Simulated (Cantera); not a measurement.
A closed system holds: 1 mol Si3N4, 1.1 mol H2O, 2 mol H2, held at 1423.15 K and 1330 Pa.

Cantera equilibrium calculation (NASA polynomials, part measured and part estimated; ideal gas, pure solids and liquids). Candidate condensed phases: H2O, Si, SiO2, Si2N2O, Si3N4; 35 gas species. Mutual solubility and eutectic melting of coexisting phases are not modelled. The numbers say what is thermodynamically allowed, not how fast it happens.

Q: What is the equilibrium state?

A: 
| Property | Value |
|---|---|
| x(H2) | 0.894 |
| x(N2) | 0.106 |
| x(H) | 5.45e-5 |
| x(SiO) | 1.71e-6 |
| n(Si2N2O(s)) | 1.10 mol |
| n(Si3N4(s)) | 0.267 mol |
| gas amount | 3.467 mol |
| log10 activity of Si(s) (absent) | -1.44 |
